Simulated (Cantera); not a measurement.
**Premixed flame**

A freely propagating, adiabatic, planar premixed flame of H₂ : O₂ : N₂ = 1 : 0.227 : 0.855 (molar parts), unburnt at 648 K and 101000 Pa; mixture-averaged transport, grid criteria slope 0.08 and curve 0.16, no radiation.

Model: the H2/O2 subset of GRI-Mech 3.0, which has no nitrogen chemistry, integrated in Cantera. Burning velocities carry a grid error of a few per cent, more on coarse grids.

```json
[
 {"z (mm)": "-1.40", "T (K)": "648", "u (m/s)": "10.1", "x H₂": "0.480", "x O₂": "0.109", "x O": "<1e-8", "x OH": "<1e-8", "x H₂O₂": "<1e-8", "x H": "<1e-8"},
 {"z (mm)": "-0.930", "T (K)": "648", "u (m/s)": "10.1", "x H₂": "0.480", "x O₂": "0.109", "x O": "<1e-8", "x OH": "<1e-8", "x H₂O₂": "<1e-8", "x H": "<1e-8"},
 {"z (mm)": "-0.698", "T (K)": "648", "u (m/s)": "10.1", "x H₂": "0.480", "x O₂": "0.109", "x O": "<1e-8", "x OH": "<1e-8", "x H₂O₂": "<1e-8", "x H": "<1e-8"},
 {"z (mm)": "-0.465", "T (K)": "648", "u (m/s)": "10.1", "x H₂": "0.480", "x O₂": "0.109", "x O": "<1e-8", "x OH": "<1e-8", "x H₂O₂": "<1e-8", "x H": "4.11e-7"},
 {"z (mm)": "-0.233", "T (K)": "671", "u (m/s)": "10.5", "x H₂": "0.477", "x O₂": "0.109", "x O": "1.62e-5", "x OH": "7.23e-5", "x H₂O₂": "2.37e-6", "x H": "0.000525"},
 {"z (mm)": "-0.116", "T (K)": "857", "u (m/s)": "13.1", "x H₂": "0.448", "x O₂": "0.103", "x O": "0.000338", "x OH": "0.000513", "x H₂O₂": "4.67e-6", "x H": "0.0100"},
 {"z (mm)": "0", "T (K)": "1238", "u (m/s)": "18.4", "x H₂": "0.345", "x O₂": "0.0653", "x O": "0.00311", "x OH": "0.00215", "x H₂O₂": "1.55e-6", "x H": "0.0550"},
 {"z (mm)": "0.116", "T (K)": "1504", "u (m/s)": "22.2", "x H₂": "0.255", "x O₂": "0.0151", "x O": "0.00297", "x OH": "0.00369", "x H₂O₂": "8.00e-7", "x H": "0.0925"},
 {"z (mm)": "0.233", "T (K)": "1616", "u (m/s)": "23.7", "x H₂": "0.238", "x O₂": "0.00266", "x O": "0.00160", "x OH": "0.00392", "x H₂O₂": "4.89e-7", "x H": "0.0945"},
 {"z (mm)": "0.465", "T (K)": "1727", "u (m/s)": "25.1", "x H₂": "0.243", "x O₂": "0.000544", "x O": "0.00116", "x OH": "0.00427", "x H₂O₂": "3.28e-7", "x H": "0.0824"},
 {"z (mm)": "0.930", "T (K)": "1844", "u (m/s)": "26.6", "x H₂": "0.253", "x O₂": "0.000351", "x O": "0.000873", "x OH": "0.00438", "x H₂O₂": "1.96e-7", "x H": "0.0660"},
 {"z (mm)": "1.86", "T (K)": "1959", "u (m/s)": "28.0", "x H₂": "0.263", "x O₂": "0.000220", "x O": "0.000566", "x OH": "0.00406", "x H₂O₂": "1.06e-7", "x H": "0.0496"},
 {"z (mm)": "3.72", "T (K)": "2061", "u (m/s)": "29.2", "x H₂": "0.272", "x O₂": "0.000117", "x O": "0.000311", "x OH": "0.00337", "x H₂O₂": "5.40e-8", "x H": "0.0349"}
]
```
x: mole fraction of selected species; z is measured from the peak of heat release.

```
Property                      Value
------------------------  ---------
laminar burning velocity  1010 cm/s
thermal thickness          0.465 mm
peak x(O)                   0.00380
peak x(OH)                  0.00439
peak x(H₂O₂)                5.10e-6
peak x(H)                    0.0959
```
